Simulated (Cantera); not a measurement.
An isothermal plug-flow reactor at 850 K and 500000 Pa (inlet), inlet velocity 2.1 m/s, active area per volume 1700 1/m; feed 0.431 % CO, 2.22 % O2, 97.4 % N2.

Computed with Cantera and Deutschmann's 1995 Pt surface mechanism with GRI-Mech 3.0 gas chemistry. Catalytic surfaces can have several steady states; this one follows from the mechanism file's or the stated starting coverage. Mass transfer to the wall is taken as infinitely fast.

x: gas mole fraction; θ: surface coverage.

| z (m) | x CO | x O2 | x H2O | x CO2 | θ free Pt | θ O* | θ CO* |
|---|---|---|---|---|---|---|---|
| 0.00024 | 0.000732 | 0.0204 | <1e-12 | 0.00359 | 0.0937 | 0.905 | ? |
| 0.00043 | 0.000506 | 0.0203 | <1e-12 | 0.00382 | 0.0803 | 0.919 | ? |
| 0.00076 | 0.000306 | 0.0202 | <1e-12 | 0.00402 | 0.0727 | 0.927 | ? |
| 0.0014 | 0.000134 | 0.0201 | <1e-12 | 0.00419 | 0.0679 | 0.932 | ? |
| 0.0024 | 4.15e-5 | 0.0201 | <1e-12 | 0.00428 | 0.0657 | 0.934 | ? |
| 0.0043 | 4.90e-6 | 0.0201 | <1e-12 | 0.00432 | 0.0649 | 0.935 | ? |
| 0.0076 | 1.25e-7 | 0.0201 | <1e-12 | 0.00432 | 0.0648 | 0.935 | ? |
| 0.014 | 1.01e-10 | 0.0201 | <1e-12 | 0.00432 | 0.0648 | 0.935 | 1.10e-10 |
| 0.024 | <1e-12 | 0.0201 | <1e-12 | 0.00432 | 0.0648 | 0.935 | <1e-12 |

Question: Complete the blanks.

Answer: 
- 0.00024, θ CO*: 0.00171
- 0.00043, θ CO*: 0.000857
- 0.00076, θ CO*: 0.000422
- 0.0014, θ CO*: 0.000160
- 0.0024, θ CO*: 4.63e-5
- 0.0043, θ CO*: 5.33e-6
- 0.0076, θ CO*: 1.35e-7
